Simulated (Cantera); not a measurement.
# Equilibrium for aluminium nitride and oxide growth: Al(CH3)3 + N2O + N2

Feed: 1 mol Al(CH3)3, 0.73 mol N2O, 58 mol N2, at 2023.15 K and 75.0 Torr.

These are equilibrium values from Cantera (NASA tables, ideal gas, pure condensed phases), not measurements of a reactor. Candidate condensed phases: Al, AlN, Al2O3, C, C6H6, C7H8, C8H18, H2O; 148 gas species. The feed counts by its element totals alone. The numbers say what is thermodynamically allowed, not how fast it happens.

```yaml
x(N2): 0.914
x(H2): 0.0678
x(CO): 0.0115
x(HCN): 0.00402
x(H): 0.00156
x(Al): 0.00105
x(HNC): 0.000238
x(C2H2 (acetylene)): 6.06e-5
x(AlH): 2.29e-5
n(AlN(s)): 0.932 mol
n(C(graphite)): 1.99 mol
gas_amount: 63.61 mol
log10 activity of Al(l) (absent): -1.85
```
